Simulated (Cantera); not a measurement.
Feed: 1 mol Si3N4, 11 mol H2O, 26 mol H2, equilibrated at 1273.15 K and 8.50e-5 bar.

These are equilibrium values from Cantera (NASA tables, ideal gas, pure condensed phases), not measurements of a reactor. Candidate condensed phases: H2O, Si, SiO2, Si2N2O, Si3N4; 35 gas species. The tables hold silica as quartz up to 1696 K and as liquid above; real silica turns to tridymite and cristobalite and melts near 1996 K. Kinetics and transport are ignored.

Q: What is the equilibrium state?

A: 
* **x(H2)**: 0.820
* **x(H2O)**: 0.128
* **x(N2)**: 0.0513
* **x(H)**: 7.02e-5
* **n(SiO2(β-quartz))**: 3.00 mol
* **gas amount**: 39.00 mol
* **log10 activity of Si(s) (absent)**: -11.85
